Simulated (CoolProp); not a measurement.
The numbers come from the reference Helmholtz-energy equation of state, Smukala 2000 in CoolProp.

**Question.** Give the vapour pressure (bar), liquid density (kg/m³), enthalpy of vaporisation (kJ/kg) of saturated ethylene at 219.9 K.

**Answer.** 
```tsv
T (K)	p (bar)	liquid density (kg/m³)	enthalpy of vaporisation (kJ/kg)
219.9	9.53	487	391
```
